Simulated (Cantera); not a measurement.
A perfectly stirred reactor is fed with 3.38 % H2, 96.6 % O2, equivalence ratio 0.018, at 10.00 Torr; it is held at 1350 K, and followed from long to short residence time.

Cantera simulation using the H2/O2 subset of GRI-Mech 3.0, which has no nitrogen chemistry; the numbers are that mechanism's predictions, not measurements. Radical loss at walls, strong at low pressure, is not modelled. The temperature is held fixed by assumption; the heat of reaction is taken as removed at once.

One state of this run: x H2 = 0.000236; x O2 = 0.954; x O = 0.0101; x H2O2 = 3.56e-8; x HO2 = 1.09e-6; x OH = 0.00243. x: mole fraction; the columns are a selection and need not sum to one.

Question: Which value of τ (s) does it belong to?
A) 0.0023
B) 0.24
C) 1.5
D) 0.0059

Answer: B, 0.24
